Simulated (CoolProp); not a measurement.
Vapour-liquid equilibrium of C2F6 (R116) (1) + R22 (2) at 249.9 K; x and y are mole fractions of (1).

Values from CoolProp's multi-fluid Helmholtz-energy mixture model, Lemmon 2006 and Kamei 1995; pair parameters Bell 2016.

```
x     bubble pressure, mixture model (MPa)  bubble pressure, Raoult's law (MPa)  y, mixture model  y, Raoult's law
----  ------------------------------------  -----------------------------------  ----------------  ---------------
0.05                                0.3693                               0.2526             0.419            0.188
0.2                                 0.6288                               0.3623             0.674            0.523
0.35                                0.7369                               0.4720             0.736            0.702
0.5                                 0.7971                               0.5816             0.772            0.814
0.65                                0.8484                               0.6913             0.811            0.891
0.8                                 0.8988                               0.8010             0.867            0.946
0.95                                0.9395                               0.9107             0.958            0.988
```

The largest gap from Raoult's law is +73.6 % in bubble pressure, at x = 0.2. No azeotrope shows between x = 0.05 and 0.95.

Pair parameters are fitted to limited data, so mixtures are less certain than the pure fluids. With so large a gap from Raoult's law the liquid may split in two, which this calculation doesn't test in full.
